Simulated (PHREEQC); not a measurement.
Solution (25 °C): 110 mmol/kgw ZnCl2 and 0.42 mmol/kgw HCl. Closed to the air; pH follows from the charge balance.

Computed with PHREEQC (ion-association model, wateq4f.dat).

Each row changes one thing in this solution. Precipitation was switched off in this run.

```tsv
case	pH	ionic strength (mol/kgw)	Cl- (mol/kgw)
as made	3.48	0.296	0.202
HCl replaced by MnCl2 at the same molality	4.96	0.296	0.202
ZnCl2 replaced by (CH3)4NCl at the same molality	3.46	0.110	0.110
temperature from 25 to 75 °C	3.48	0.221	0.161
HCl from 0.00042 to 8.4e-05 mol/kgw	4.17	0.296	0.202
ZnCl2 from 0.11 to 0.55 mol/kgw	3.51	1.17	0.734
```

The ionic strength passes 0.7 mol/kgw, the rough limit of the ion-association models, in ZnCl2 from 0.11 to 0.55 mol/kgw. Species that the database lacks are ignored. Constants without temperature data keep their 25 °C values here.
